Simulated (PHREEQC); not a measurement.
3.2 g of hydrous ferric oxide (600 m²/g; 0.2 weak and 0.005 strong sites per Fe, Dzombak-Morel constants, diffuse double layer) in 1 kg of water with 0.3 mol/kgw of an inert sodium salt, at 25 °C; the pH is set by adding NaOH or the inert anion's acid. O2 is buffered at 0.21 atm. The system is closed to CO2. Precipitation was switched off in this run.

Equilibrium calculation in PHREEQC: ion-association model, wateq4f.dat.

| pH | surface charge σ (C/m²) | surface potential ψ (mV) |
|---|---|---|
| 4 | 0.349 | 123 |
| 4.5 | [?] | 118 |
| 5 | 0.269 | 110 |
| 5.5 | 0.211 | 98 |
| 6 | 0.154 | 83 |
| 6.5 | 0.106 | 65 |
| 7 | 0.066 | [?] |
| 7.5 | 0.034 | [?] |
| 8 | 0.006 | 5 |
| 8.5 | -0.021 | -17 |
| 9 | -0.051 | [?] |
| 9.5 | [?] | -57 |
| 10 | [?] | -75 |
| 10.5 | -0.185 | -91 |
| 11 | [?] | -105 |
| 11.5 | -0.300 | [?] |
| 12 | -0.339 | -120 |

**Question.** Some entries are withheld; supply them.

**Answer.** 
- 4.5, surface charge σ (C/m²): 0.319
- 7, surface potential ψ (mV): 46
- 7.5, surface potential ψ (mV): 26
- 9, surface potential ψ (mV): -38
- 9.5, surface charge σ (C/m²): -0.087
- 10, surface charge σ (C/m²): -0.132
- 11, surface charge σ (C/m²): -0.244
- 11.5, surface potential ψ (mV): -115
